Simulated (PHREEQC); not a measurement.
Dissolve 150 mmol/kgw Ni(NO3)2, 1 mmol/kgw KCl and 52 mmol/kgw MnSO4 at 75 °C. Closed to the air; pH follows from the charge balance.

Computed with PHREEQC (ion-association model, wateq4f.dat).

The pH is 5.17. The ionic strength is 0.518 mol/kgw and the activity of water is 0.991.

```tsv
species	molality	activity	log γ
NO3-	0.298	0.174	-0.235
Ni+2	0.125	0.0319	-0.594
Mn+2	0.0412	0.00898	-0.662
NiSO4	0.0246	0.0277	0.052
SO4-2	0.0175	0.00308	-0.755
MnSO4	0.00987	0.0111	0.052
K+	0.000960	0.000589	-0.212
Cl-	0.000906	0.000556	-0.212
Mn(NO3)2	0.000869	0.000979	0.052
NiCl+	6.28e-5	4.46e-5	-0.149
KSO4-	4.03e-5	2.69e-5	-0.176
MnCl+	3.11e-5	2.04e-5	-0.184
NiOH+	1.85e-5	1.31e-5	-0.149
Ni(SO4)2-2	1.24e-5	3.16e-6	-0.594
HSO4-	1.12e-5	7.17e-6	-0.194
H+	9.04e-6	6.74e-6	-0.128
```

No solid was allowed to form. At this temperature some constants are extrapolated from 25 °C, and those without enthalpy data are left unchanged.
